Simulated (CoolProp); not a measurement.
Normal hydrogen at 293.15 K and 0.271 MPa flows at 1.2 m/s in a round tube of 10 mm bore and 45 µm roughness, fully developed (64/Re and Nu = 3.66 if laminar; Colebrook and Gnielinski if turbulent). Each further row changes one setting.

Model: reference Helmholtz-energy equation of state, Leachman 2009, in CoolProp.

```tsv
case	Reynolds number	Darcy friction factor	pressure drop (Pa/m)	heat-transfer coefficient (W/(m² K))	mass flow (kg/h)
as stated	305	?	3.38	67.2	?
velocity 2.4 m/s	610	0.105	?	67.2	?
diameter 20 mm	610	0.105	0.845	?	0.304
```

Question: Complete the blanks.

Answer: 
- as stated, Darcy friction factor: 0.210
- as stated, mass flow (kg/h): 0.0759
- velocity 2.4 m/s, pressure drop (Pa/m): 6.76
- velocity 2.4 m/s, mass flow (kg/h): 0.152
- diameter 20 mm, heat-transfer coefficient (W/(m² K)): 33.6

Viscosity comes from a separate model (Muzny 2013). Thermal conductivity comes from a separate model (Assael 2011).
